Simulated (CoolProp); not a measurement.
Values from CoolProp's reference Helmholtz-energy equation of state, Schroeder 2014.

Question: For ethanol, give the phase and the cp (kJ/(kg K)), cv (kJ/(kg K)), Joule-Thomson coefficient (K/MPa), isothermal compressibility (1/MPa) at 388.7 K and 74.9 bar.

Answer: 
- 388.7 K and 74.9 bar: liquid; cp 3.30, cv 2.67, Joule-Thomson coefficient -0.167, isothermal compressibility 0.00213
